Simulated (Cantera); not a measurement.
A closed system holds: 1 mol SiH₂Cl₂, 0.68 mol HCl, 85 mol H₂, at 1248 K and 0.230 bar.

Method: chemical equilibrium by Gibbs-energy minimisation in Cantera with the NASA 1993 tables (ideal gas, pure condensed phases). Candidate condensed phases: Si; 19 gas species. The tables' values for SiCl₃ are old estimates; treat these amounts as uncertain. Kinetics and transport are ignored.

Base state: H₂ 0.974, HCl 0.0233, SiCl₂ 0.00140, SiHCl₃ 0.000600, SiCl₄ 0.000407, SiCl₃ 0.000281, SiH₂Cl₂ 0.000120 (mole fractions); condensed: Si(s).

Problem. What changes in the equilibrium state with this change: H₂ from 85 to 380 mol?

Solution. 
| species | before | after |
|---|---|---|
| H₂ | 0.974 | 0.993 |
| HCl | 0.0233 | 0.00668 |
| SiCl₂ | 0.00140 | 0.000113 |
| SiCl₄ | 0.000407 | 2.66e-6 |
| SiCl₃ | 0.000281 | 6.45e-6 |
| Si(s), mol | 0.754 | 0.943 |

Problem. What changes in the equilibrium state with this change: temperature from 1248 K to 1350 K?

Solution. 
```json
[
 {"species": "H₂", "before": "0.974", "after": "0.972"},
 {"species": "HCl", "before": "0.0233", "after": "0.0254"},
 {"species": "SiCl₂", "before": "0.00140", "after": "0.00187"},
 {"species": "SiCl₄", "before": "0.000407", "after": "7.62e-5"},
 {"species": "SiHCl₃", "before": "0.000600", "after": "0.000167"},
 {"species": "Si(s), mol", "before": "0.754", "after": "0.795"}
]
```
